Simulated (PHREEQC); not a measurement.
A solution holds 0.1 mol/kgw KH2PO4 and 0.014 mol/kgw HF, at 25 °C. Closed to the air; pH follows from the charge balance.

Equilibrium calculation in PHREEQC: ion-association model, phreeqc.dat.

No solid was allowed to form.

Q: Order these F species by the share of F that they hold, largest first: HF2-, F-, HF.

A: F- (56 %), HF (42 %), HF2- (2.5 %)

The pH is 3.17 and the ionic strength 0.101 mol/kgw. Complexes and solids missing from the database can't appear.
